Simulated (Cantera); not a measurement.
Cantera run:

```python
import numpy as np
import cantera as ct

gas_names = """
    Cu CuO Cu2 H HO2 H2 H2O H2O2 O OH O2 O3
""".split()
cond_names = """
    Cu(cr) Cu(L) CuO(s) CuO2H2(s) Cu2O(s) Cu2O(L) H2O(s) H2O(L)
""".split()


# ... load() reads the species with a 1 bar reference pressure and builds the phases ...
atoms = {
    'Cu': {'Cu': 1},
    'H2O': {'H': 2, 'O': 1},
    'H2': {'H': 2},
}
top_T = {'CuO(s)': 1390}  # K; cautious upper limits of use, not melting points


# ... equilibrate(T, P, feed) seeds the gas with the atoms and calls Mixture.equilibrate('TP', solver="vcs", rtol=1e-11, max_steps=5000) ...
results = []
feed = {'Cu': 1, 'H2O': 0.19, 'H2': 100}  # mol
T = 1598.15  # K
P = 133.322  # Pa
mix = equilibrate(T, P, feed)
results.append((T, P, feed, dict(zip(mix.species_names, mix.species_moles))))
print(gas.report(threshold=0.001))
for i in range(1, mix.n_phases):
    print(f"{mix.phase(i).name:16s} {mix.phase_moles(i):12.5e} mol")
```

Output:

```
       temperature   1598.2 K
          pressure   133.32 Pa
           density   2.6611e-05 kg/m^3
  mean mol. weight   2.6522 kg/kmol
   phase of matter   gas

                          1 kg             1 kmol
                     ---------------   ---------------
          enthalpy        1.6065e+07        4.2607e+07  J
   internal energy        1.1055e+07        2.9319e+07  J
           entropy             89344        2.3696e+05  J/K
    Gibbs function       -1.2672e+08       -3.3609e+08  J
 heat capacity c_p             12306             32639  J/K
 heat capacity c_v            9171.4             24324  J/K

                      mass frac. Y      mole frac. X     chem. pot. / RT
                     ---------------   ---------------   ---------------
                Cu            0.2365         0.0098705           -8.0067
                 H        0.00055126         0.0014504           -12.711
                H2           0.75009            0.9868           -25.423
               H2O          0.012744         0.0018762           -57.629
     [   +8 minor]        0.00011464        2.4856e-06

Cu(L)             0.00000e+00 mol
Cu2O(L)           0.00000e+00 mol
```

Cantera equilibrium calculation (NASA polynomials, part measured and part estimated; ideal gas, pure solids and liquids).
